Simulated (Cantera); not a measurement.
A perfectly stirred reactor is fed with H2 : O2 : N2 = 1 : 1 : 3.1 (molar parts), at 0.987 atm; it is held at 1150 K, and followed from long to short residence time.

Computed with Cantera and the H2/O2 subset of GRI-Mech 3.0, which has no nitrogen chemistry. The temperature is held fixed by assumption; the heat of reaction is taken as removed at once.

| quantity | before | after |
|---|---|---|
| x(H2) at τ = 5.20 s | 0.000188 | 2.34e-5 |
| x(O2) at τ = 5.20 s | 0.109 | 0.109 |
| x(H2O) at τ = 5.20 s | 0.217 | 0.217 |
| x(H) at τ = 5.20 s | 1.30e-7 | 1.63e-7 |
| x(O) at τ = 5.20 s | 7.72e-7 | 2.88e-6 |
| x(H2) at τ = 17.0 ms | 0.00446 | 0.00106 |
| x(O2) at τ = 17.0 ms | 0.111 | 0.109 |
| x(H2O) at τ = 17.0 ms | 0.212 | 0.216 |
| x(H) at τ = 17.0 ms | 3.57e-5 | 4.98e-5 |
| x(O) at τ = 17.0 ms | 7.70e-5 | 0.000160 |

What was changed between the two runs?
(A) pressure from 0.987 atm to 0.207 atm
(B) O2 1 to 0.6 parts
(C) temperature 1150 to 1298 K
(D) O2 1 to 0.33 parts

C, temperature 1150 to 1298 K
